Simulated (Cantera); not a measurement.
# Thermodynamics of carbon deposition, reforming and gasification, feed CO + H₂O + N₂ + NH₃

Input: 1 mol CO, 2.7 mol H₂O, 8.5 mol N₂, 0.12 mol NH₃, held at 2448 K.

Method: chemical equilibrium by Gibbs-energy minimisation in Cantera with the NASA 1993 tables (ideal gas, pure condensed phases). Candidate condensed phases: C, C₆H₆, C₇H₈, C₈H₁₈, H₂O; 136 gas species. The ideal-gas law is rough above about 30 bar. Kinetics and transport are ignored.

| P (Pa) | x N₂ | x H | x H₂O | x O | x CO | x H₂ | x CO₂ | x OH | x O₂ |
|---|---|---|---|---|---|---|---|---|---|
| 10 | 0.499 | 0.277 | 0.00434 | 0.115 | 0.0564 | 0.0194 | 0.00209 | 0.0121 | 0.0106 |
| 160 | 0.594 | 0.120 | 0.0688 | 0.0379 | 0.0583 | 0.0581 | 0.0114 | 0.0277 | 0.0185 |
| 2500 | 0.662 | 0.0291 | 0.147 | 0.00566 | 0.0532 | 0.0534 | 0.0243 | 0.0157 | 0.00644 |
| 40000 | 0.682 | 0.00683 | 0.177 | 0.000481 | 0.0492 | 0.0471 | 0.0305 | 0.00500 | 0.000744 |
| 630000 | 0.687 | 0.00171 | 0.183 | 3.22e-5 | 0.0486 | 0.0464 | 0.0317 | 0.00132 | 5.23e-5 |
| 10000000 | 0.688 | 0.000429 | 0.185 | 2.04e-6 | 0.0485 | 0.0464 | 0.0319 | 0.000333 | 3.35e-6 |
x: gas mole fraction; nothing condenses.

From 10.0 Pa to 100 bar nothing is condensed. The main C-bearing gas is CO throughout.
